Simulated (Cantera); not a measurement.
# Premixed flame

A freely propagating, adiabatic, planar premixed flame of CH4 : CO : O2 : N2 : H2O = 1 : 0.04 : 1.84 : 6.9 : 0.82 (molar parts), unburnt at 475 K and 1.09 atm; mixture-averaged transport, grid criteria slope 0.08 and curve 0.16, no radiation.

Computed with Cantera and GRI-Mech 3.0 (53 species, 325 reactions). Burning velocities carry a grid error of a few per cent, more on coarse grids.

| z (mm) | T (K) | u (m/s) | x CH4 | x CO | x O2 | x NO2 | x C2H6 | x H |
|---|---|---|---|---|---|---|---|---|
| -1.27 | 475 | 0.613 | 0.0942 | 0.00377 | 0.173 | <1e-8 | 2.28e-8 | <1e-8 |
| -0.846 | 477 | 0.617 | 0.0938 | 0.00380 | 0.173 | <1e-8 | 4.49e-7 | <1e-8 |
| -0.635 | 487 | 0.631 | 0.0929 | 0.00396 | 0.172 | 1.92e-8 | 3.41e-6 | <1e-8 |
| -0.423 | 559 | 0.729 | 0.0879 | 0.00552 | 0.166 | 1.63e-7 | 5.30e-5 | 2.74e-8 |
| -0.212 | 979 | 1.30 | 0.0612 | 0.0179 | 0.132 | 2.24e-7 | 0.000725 | 4.69e-5 |
| -0.106 | 1384 | 1.85 | 0.0332 | 0.0335 | 0.0912 | 5.12e-8 | 0.000966 | 0.000466 |
| 0 | 1750 | 2.35 | 0.00752 | 0.0480 | 0.0455 | <1e-8 | 0.000110 | 0.00268 |
| 0.106 | 1898 | 2.55 | 0.000478 | 0.0452 | 0.0203 | <1e-8 | 4.49e-7 | 0.00564 |
| 0.212 | 1943 | 2.59 | 1.52e-5 | 0.0369 | 0.0123 | <1e-8 | <1e-8 | 0.00666 |
| 0.423 | 1991 | 2.64 | 2.56e-8 | 0.0296 | 0.00843 | <1e-8 | <1e-8 | 0.00614 |
| 0.846 | 2047 | 2.71 | <1e-8 | 0.0266 | 0.00612 | <1e-8 | <1e-8 | 0.00461 |
| 1.69 | 2103 | 2.77 | <1e-8 | 0.0250 | 0.00399 | <1e-8 | <1e-8 | 0.00303 |
| 3.38 | 2147 | 2.82 | <1e-8 | 0.0235 | 0.00225 | <1e-8 | <1e-8 | 0.00187 |
x: mole fraction of selected species; z is measured from the peak of heat release.

```json
{
  "laminar_burning_velocity": "61.2 cm/s",
  "thermal_thickness": "0.423 mm",
  "peak x(C2H6)": "0.00105",
  "peak x(H)": "0.00669",
  "grid_points": "153"
}
```
